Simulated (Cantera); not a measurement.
Feed: 1 mol Al(CH3)3, 4.6 mol N2, held at 1123 K and 10000 Pa.

Cantera equilibrium calculation (NASA polynomials, part measured and part estimated; ideal gas, pure solids and liquids). Candidate condensed phases: Al, AlN, C, C6H6, C7H8, C8H18; 97 gas species. The feed counts by its element totals alone. The numbers say what is thermodynamically allowed, not how fast it happens.

Base state: H2 0.522, N2 0.477, CH4 0.000800, HCN 1.49e-5 (mole fractions); condensed: AlN(s) + C(graphite).

Question: What changes in the equilibrium state with this change: N2 from 4.6 to 2.8 mol?

Answer: 
```json
[
 {"species": "H2", "before": "0.522", "after": "0.660"},
 {"species": "N2", "before": "0.477", "after": "0.339"},
 {"species": "CH4", "before": "0.000800", "after": "0.00128"},
 {"species": "HCN", "before": "1.49e-5", "after": "1.42e-5"},
 {"species": "AlN(s), mol", "before": "1.00", "after": "1.00"},
 {"species": "C(graphite), mol", "before": "2.99", "after": "2.99"}
]
```

Question: What changes in the equilibrium state with this change: Al(CH3)3 replaced by Al?

Answer: 
```csv
species,before,after
N2,0.477,1.00
H2,0.522,0
CH4,0.000800,0
HCN,1.49e-5,0
"AlN(s), mol",1.00,1.00
"C(graphite), mol",2.99,0
```

Question: What changes in the equilibrium state with this change: Al(CH3)3 replaced by AlCl3?

Answer: 
```csv
species,before,after
N2,0.477,0.821
AlCl3,0,0.178
Al2Cl6,0,7.05e-5
H2,0.522,0
CH4,0.000800,0
HCN,1.49e-5,0
"AlN(s), mol",1.00,0
"C(graphite), mol",2.99,0
```
Further candidate phases: AlCl3.
